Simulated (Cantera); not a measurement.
A closed system holds: 1 mol Si, 0.1 mol CO2, 26 mol N2, at 1898 K and 1430 Torr.

Equilibrium computed with Cantera from the NASA thermochemical tables; the gas is ideal and each condensed phase is pure. Candidate condensed phases: C, Si, SiC, SiO2, Si2N2O, Si3N4; 34 gas species. Mutual solubility and eutectic melting of coexisting phases are not modelled. Kinetics and transport are ignored.

Base state: N2 0.996, CO 0.00393, SiO 0.000206 (mole fractions); condensed: Si2N2O(s) + Si3N4(s).

Task: What changes in the equilibrium state with this change: temperature from 1898 K to 1573 K?

Result: 
| species | before | after |
|---|---|---|
| N2 | 0.996 | 1.000 |
| CO | 0.00393 | 0.000195 |
| SiO | 0.000206 | 1.14e-7 |
| Si2N2O(s), mol | 0.0948 | 0.195 |
| Si3N4(s), mol | 0.268 | 0.203 |
| C(graphite), mol | 0 | 0.0950 |

Task: What changes in the equilibrium state with this change: temperature from 1898 K to 1425 K?

Result: 
```
species             before    after
----------------  --------  -------
N2                   0.996    1.000
CO                 0.00393  1.46e-5
SiO               0.000206  1.16e-9
Si2N2O(s), mol      0.0948    0.200
Si3N4(s), mol        0.268    0.200
C(graphite), mol         0   0.0996
```
N2 is the only nitrogen source here; it is nearly inert below about 1500 K, so the nitride shown seldom forms there in practice.
